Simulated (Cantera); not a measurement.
A closed system holds: 1 mol Si2H6, 0.49 mol CO2, at 0.133 bar.

Cantera equilibrium calculation (NASA polynomials, part measured and part estimated; ideal gas, pure solids and liquids). Candidate condensed phases: C, C6H6, C7H8, C8H18, H2O, Si, SiC, SiO2; 123 gas species. The feed counts by its element totals alone. The numbers say what is thermodynamically allowed, not how fast it happens.

x: gas mole fraction; n: condensed amount in mol.

```csv
T (K),x H2,x CH4,x SiH4,n Si(s),n SiC(s),n SiO2(α-quartz),n SiO2(β-quartz)
550,1.000,1.64e-5,4.72e-9,1.02,0.490,0.490,0
600,1.000,___,___,1.02,0.490,0.490,0
650,1.000,1.19e-5,1.15e-8,1.02,0.490,0.490,0
700,1.000,___,___,1.02,0.490,0.490,0
750,1.000,8.85e-6,2.13e-8,1.02,0.490,0.490,0
800,1.000,7.76e-6,2.72e-8,1.02,0.490,0.490,0
850,1.000,6.85e-6,3.35e-8,1.02,0.490,0,0.490
```

Complete the blanks.


- 700, x CH4: 1.02e-5
- 700, x SiH4: 1.61e-8
- 600, x CH4: 1.39e-5
- 600, x SiH4: 7.71e-9
